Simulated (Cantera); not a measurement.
An isothermal, constant-pressure homogeneous reactor starts with 15.4 % NO, 84.6 % N2, at 1750 K and 0.110 bar.

Computed with Cantera and GRI-Mech 3.0 (53 species, 325 reactions).

**Question.** Predict: x(NO) at 10.0 s; x(O2) at 10.0 s; x(O) at 10.0 s; x(N2) at 10.0 s; x(NO2) at 10.0 s; x(N2O) at 10.0 s.

**Answer.** 
```json
{
  "x(NO) at 10.0 s": "0.145 (gas-phase equilibrium 0.00228)",
  "x(O2) at 10.0 s": "0.00443 (gas-phase equilibrium 0.0757)",
  "x(O) at 10.0 s": "1.83e-5 (gas-phase equilibrium 6.25e-5)",
  "x(N2) at 10.0 s": "0.851 (gas-phase equilibrium 0.922)",
  "x(NO2) at 10.0 s": "2.17e-5 (gas-phase equilibrium 1.26e-6)",
  "x(N2O) at 10.0 s": "8.07e-6 (gas-phase equilibrium 4.73e-8)"
}
```
